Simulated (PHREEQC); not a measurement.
Dissolve 0.28 mol/kgw TMAH and 3e-05 mol/kgw CO2 at 20 °C. Closed to the air; pH follows from the charge balance.

Computed with PHREEQC (ion-association model, wateq4f.dat).

Each row changes one thing in this solution. This is a speciation only: nothing precipitates in the calculation.

```
case                                               pH  ionic strength (mol/kgw)
----------------------------------------------  -----  ------------------------
as made                                         13.45                     0.280
0.013 mol/kgw NaHF2 added                       13.43                     0.293
CO2 from 3e-05 to 0.00015 mol/kgw               13.45                     0.280
TMAH left out                                    5.48                   3.33e-6
CO2 from 3e-05 to 4.5e-05 mol/kgw               13.45                     0.280
TMAH replaced by (CH3)4NF at the same molality   7.27                     0.280
CO2 from 3e-05 to 3e-06 mol/kgw                 13.45                     0.280
diluted 10-fold with water                      12.54                    0.0280
CO2 left out                                    13.45                     0.280
```

(CH3)4N+ isn't in the database: it is added as a free cation with an ion size of 4 Å.
